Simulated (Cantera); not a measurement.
Adiabatic ignition

An adiabatic, constant-pressure homogeneous reactor starts with CO : H2 : CH4 : O2 : N2 = 1 : 0.14 : 0.06 : 1.08 : 4.05 (molar parts), at 1650 K and 248 Torr.

Detailed kinetics in Cantera: GRI-Mech 3.0 (53 species, 325 reactions).

| t (s) | T (K) | x CO | x H2 | x CH4 | x C2H6 | x C2H | x CH2O |
|---|---|---|---|---|---|---|---|
| 6.00e-6 | 1650 | 0.158 | 0.0221 | 0.00948 | <1e-12 | <1e-12 | 3.54e-9 |
| 2.23e-5 | 1650 | 0.158 | 0.0221 | 0.00947 | 8.64e-10 | <1e-12 | 2.70e-7 |
| 8.28e-5 | 1791 | 0.152 | 0.00650 | 0.000154 | 8.92e-10 | 2.75e-10 | 3.39e-5 |
| 0.000307 | 1996 | 0.0829 | 0.00425 | <1e-12 | <1e-12 | <1e-12 | 1.83e-11 |
| 0.00114 | 2280 | 0.0740 | 0.00358 | <1e-12 | <1e-12 | <1e-12 | 1.48e-11 |
| 0.00424 | 2570 | 0.0564 | 0.00238 | <1e-12 | <1e-12 | <1e-12 | 1.38e-11 |
| 0.0158 | 2614 | 0.0518 | 0.00214 | <1e-12 | <1e-12 | <1e-12 | 1.46e-11 |
| 0.0585 | 2612 | 0.0516 | 0.00213 | <1e-12 | <1e-12 | <1e-12 | 1.46e-11 |
| 0.217 | 2612 | 0.0516 | 0.00213 | <1e-12 | <1e-12 | <1e-12 | 1.46e-11 |
| 0.808 | 2612 | 0.0516 | 0.00213 | <1e-12 | <1e-12 | <1e-12 | 1.46e-11 |
| 3.00 | 2612 | 0.0516 | 0.00213 | <1e-12 | <1e-12 | <1e-12 | 1.46e-11 |
x: mole fraction; the columns are a selection and need not sum to one.

```yaml
time_of_steepest_temperature_rise: 72.4 µs
temperature at 3.00 s: 2612 K
equilibrium_temperature: 2612 K
x(CO) at 3.00 s: 0.0516 (gas-phase equilibrium 0.0516)
x(H2) at 3.00 s: 0.00213 (gas-phase equilibrium 0.00213)
x(CH4) at 3.00 s: <1e-12 (gas-phase equilibrium <1e-12)
```
